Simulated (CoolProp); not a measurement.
Ammonia at 217.3 K and 17.6 MPa flows at 0.41 m/s in a round tube of 6 mm bore and 1.5 µm roughness, fully developed (64/Re and Nu = 3.66 if laminar; Colebrook and Gnielinski if turbulent). Each further row changes one setting.

Computed with CoolProp (reference Helmholtz-energy equation of state, Gao 2020).

```csv
case,Reynolds number,Darcy friction factor,pressure drop (Pa/m),heat-transfer coefficient (W/(m² K)),mass flow (kg/h)
as stated,4500,0.0388,389,2960,29.9
velocity 0.82 m/s,9000,0.0321,1290,5810,59.7
diameter 12 mm,9000,0.0319,160,2890,119
```

Viscosity comes from a separate model (Fenghour 1995). Thermal conductivity comes from a separate model (Tufeu 1984).
